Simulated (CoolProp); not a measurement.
A single-stage vapour-compression cycle with isobutane: evaporating at 240.15 K (dew point), condensing at 271.15 K (bubble point), superheat 0 K, subcooling 2 K, compressor efficiency 0.8, no pressure losses. Each further row changes one setting.

Model: reference Helmholtz-energy equation of state, Bücker 2006, in CoolProp.

```json
[
 {"case": "as stated", "cooling COP": "5.62", "pressure ratio": "3.61", "discharge temperature (K)": "280.8", "refrigerating effect (kJ/kg)": "320", "volumetric capacity (kJ/m³)": "385"},
 {"case": "evaporating temperature 245.15 K", "cooling COP": "6.96", "pressure ratio": "2.86", "discharge temperature (K)": "278.7", "refrigerating effect (kJ/kg)": "326", "volumetric capacity (kJ/m³)": "487"},
 {"case": "condensing temperature 266.15 K", "cooling COP": "6.84", "pressure ratio": "3.00", "discharge temperature (K)": "274.9", "refrigerating effect (kJ/kg)": "331", "volumetric capacity (kJ/m³)": "399"},
 {"case": "subcooling 7 K", "cooling COP": "5.82", "pressure ratio": "3.61", "discharge temperature (K)": "280.8", "refrigerating effect (kJ/kg)": "331", "volumetric capacity (kJ/m³)": "399"},
 {"case": "superheat 10 K", "cooling COP": "5.63", "pressure ratio": "3.61", "discharge temperature (K)": "291.0", "refrigerating effect (kJ/kg)": "334", "volumetric capacity (kJ/m³)": "385"},
 {"case": "compressor efficiency 0.7", "cooling COP": "4.92", "pressure ratio": "3.61", "discharge temperature (K)": "285.7", "refrigerating effect (kJ/kg)": "320", "volumetric capacity (kJ/m³)": "385"}
]
```
